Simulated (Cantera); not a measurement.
# Thermodynamics of boron, boron nitride and boron oxide, feed BF₃ + NH₃ + H₂

Charge: 1 mol BF₃, 9.4 mol NH₃, 0.89 mol H₂, equilibrated at 1300 K and 1.00 bar.

Equilibrium computed with Cantera from the NASA thermochemical tables; the gas is ideal and each condensed phase is pure. Candidate condensed phases: B, BN; 31 gas species. The numbers say what is thermodynamically allowed, not how fast it happens.

```json
{
 "x(H₂)": "0.715",
 "x(N₂)": "0.224",
 "x(BF₃)": "0.0421",
 "x(HF)": "0.0180",
 "x(BHF₂)": "0.000284",
 "x(NH₃)": "3.55e-5",
 "x(BF₂)": "3.80e-6",
 "n(BN(s))": "0.122 mol",
 "gas_amount": "20.69 mol",
 "log10 activity of B(s) (absent)": "-5.15"
}
```
